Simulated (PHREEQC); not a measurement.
PHREEQC input (Pitzer model, pitzer.dat):

```
SOLUTION 1
  temp 25
  units mol/kgw
  pH 7 charge
  S(6) 0.056
  Na 0.1557
  C(4) 0.021
  Cl 0.0057
END
USE solution 1
INCREMENTAL_REACTIONS false
REACTION 1
  H2O -1
  0 9.886 18.011 24.689 30.178 34.689 38.397 41.444
  43.949 46.007 47.699 49.089 50.232 51.172 51.944 52.578
  53.1 53.528 53.88 54.17 54.408 54.603 54.764 moles
EQUILIBRIUM_PHASES 1
  Burkeite 0 0
  Halite 0 0
  Mirabilite 0 0
  Nahcolite 0 0
  Natron 0 0
  Thenardite 0 0
  Trona 0 0
  CO2(g) -3.4 10
SELECTED_OUTPUT 1
  -reset false
  -pH true
  -pe true
  -ionic_strength true
  -water true
  -activities H2O
  -totals C Cl Na S
  -molalities H+ Na+ Cl- CO3-2 SO4-2 OH- HCO3- CO2 HSO4-
  -equilibrium_phases Burkeite Halite Mirabilite Nahcolite Natron Thenardite Trona
PRINT
  -reset false
END
```

Selected output (columns that matter, 23 of 23 rows; water left (kg) added in front):

```
water left (kg)	pH	mu	C	Cl	Na	S	m_H+	m_Na+	m_Cl-	m_CO3-2	m_SO4-2	la_H2O	Mirabilite	Trona
0.999847	9.4326	0.21987	0.029845	0.0057009	0.15572	0.056009	5.7668e-10	0.15572	0.0057009	0.0081347	0.056009	-0.0015965	0	0
0.821754	9.4741	0.26838	0.035456	0.0069364	0.18947	0.068147	5.4183e-10	0.18947	0.0069364	0.010756	0.068147	-0.001912	0	0
0.675386	9.5131	0.32756	0.042122	0.0084396	0.23053	0.082916	5.1288e-10	0.23053	0.0084396	0.014106	0.082916	-0.0022892	0	0
0.555087	9.5496	0.39974	0.050055	0.010269	0.2805	0.10088	4.8889e-10	0.2805	0.010269	0.018362	0.10088	-0.0027398	0	0
0.456209	9.5839	0.48778	0.059507	0.012494	0.34129	0.12275	4.6913e-10	0.34129	0.012494	0.023741	0.12275	-0.0032778	0	0
0.37495	9.6159	0.59512	0.070782	0.015202	0.41526	0.14935	4.5298e-10	0.41526	0.015202	0.030511	0.14935	-0.0039194	0	0
0.308157	9.6456	0.72599	0.084254	0.018497	0.50526	0.18173	4.3986e-10	0.50526	0.018497	0.039	0.18173	-0.004684	0	0
0.253272	9.6732	0.88546	0.10037	0.022505	0.61475	0.22111	4.2926e-10	0.61475	0.022505	0.049604	0.22111	-0.0055938	0	0
0.208151	9.6985	1.0799	0.11967	0.027384	0.74801	0.26904	4.2064e-10	0.74801	0.027384	0.062814	0.26904	-0.0066764	0	0
0.171083	9.7217	1.3166	0.14282	0.033317	0.91009	0.32733	4.1338e-10	0.91009	0.033317	0.079213	0.32733	-0.0079636	0	0
0.140608	9.7427	1.6051	0.17064	0.040538	1.1073	0.39827	4.0674e-10	1.1073	0.040538	0.099528	0.39827	-0.0094967	0	0
0.115573	9.7614	1.9564	0.2041	0.04932	1.3472	0.48454	3.9978e-10	1.3472	0.04932	0.12461	0.48454	-0.011326	0	0
0.0949873	9.7781	2.3842	0.24445	0.060008	1.6392	0.58955	3.9133e-10	1.6392	0.060008	0.15551	0.58955	-0.013523	0	0
0.0780582	9.7927	2.9056	0.29322	0.073022	1.9947	0.71741	3.7988e-10	1.9947	0.073022	0.1935	0.71741	-0.016181	0	0
0.0641552	9.8051	3.5398	0.3522	0.088847	2.4269	0.87288	3.6371e-10	2.4269	0.088847	0.24001	0.87288	-0.01943	0	0
0.0527376	9.8153	4.311	0.4237	0.10808	2.9524	1.0619	3.4091e-10	2.9524	0.10808	0.29675	1.0619	-0.023459	0	0
0.043337	9.8232	5.2509	0.51083	0.13153	3.5928	1.2922	3.0965e-10	3.5928	0.13153	0.36592	1.2922	-0.028558	0	0
0.035629	9.8281	6.3913	0.6169	0.15998	4.37	1.5718	2.6903e-10	4.37	0.15998	0.44955	1.5718	-0.03512	0	0
0.0284128	9.8443	7.5064	0.76734	0.20061	5.137	1.7995	2.2239e-10	5.137	0.20061	0.56998	1.7995	-0.042283	0.0048721	0
0.0204949	9.8968	8.2292	1.0481	0.27812	5.6596	1.7637	1.8035e-10	5.6596	0.27812	0.80593	1.7637	-0.048337	0.019854	0
0.0141425	9.9433	9.508	1.4997	0.40304	6.5773	1.7436	1.3555e-10	6.5773	0.40304	1.1871	1.7436	-0.059702	0.031341	0
0.00906631	9.9598	11.338	2.035	0.6287	7.9018	1.8022	9.2625e-11	7.9018	0.6287	1.6337	1.8022	-0.078937	0.039661	0.0015792
0.00433114	9.914	11.044	1.6813	1.3161	7.9124	1.7835	7.6599e-11	7.9124	1.3161	1.3479	1.7835	-0.088977	0.048275	0.0082933
```
